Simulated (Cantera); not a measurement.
Feed: 1 mol Nb₂O₅, 1100 mol H₂, equilibrated at 0.0190 bar.

Equilibrium computed with Cantera from the NASA thermochemical tables; the gas is ideal and each condensed phase is pure. Candidate condensed phases: H₂O, Nb, NbO, NbO₂, Nb₂O₅; 12 gas species. Mutual solubility and eutectic melting of coexisting phases are not modelled. NbO: taken at fixed stoichiometry. Condensed phases not in the tables: the oxides between NbO₂ and Nb₂O₅. Equilibrium is a limit: real reactors are often held back by kinetics, nucleation or transport.

Task: At 1302 °C, list the 3 most abundant gas species with their mole fractions, and the condensed phases.

Result: H₂ 0.997, H₂O 0.00222, H 0.000301. Condensed: NbO(s) + NbO₂(s).
